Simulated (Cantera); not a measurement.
NF₃ + SO₂ + O₂ + H₂ (abatement and gas-phase synthesis)

Charge: 1 mol NF₃, 0.0039 mol SO₂, a varied amount of O₂, 4.6 mol H₂, equilibrated at 1525 K and 0.000110 bar.

Method: chemical equilibrium by Gibbs-energy minimisation in Cantera with the NASA 1993 tables (ideal gas, pure condensed phases). Candidate condensed phases: H₂O, H₂SO₄, S; 62 gas species. Rates play no part.

From 0.35 mol O₂ to 5.6 mol O₂ nothing is condensed.

```tsv
n(O₂) (mol)	x HF	x H₂O	x O₂	x H₂	x N₂
0.35	0.454	0.107	5.46e-9	0.362	0.0757
0.46	0.454	0.140	1.14e-8	0.329	0.0757
0.61	0.454	0.185	2.67e-8	0.284	0.0757
0.8	0.454	0.242	7.20e-8	0.226	0.0757
1.1	0.454	0.333	3.78e-7	0.136	0.0757
1.4	0.454	0.424	5.51e-6	0.0452	0.0757
1.8	0.437	0.451	0.0363	0.000593	0.0728
2.4	0.402	0.414	0.113	0.000308	0.0669
3.2	0.363	0.374	0.199	0.000210	0.0603
4.2	0.324	0.334	0.285	0.000157	0.0538
5.6	0.281	0.290	0.379	0.000118	0.0467
```
x: gas mole fraction; nothing condenses.
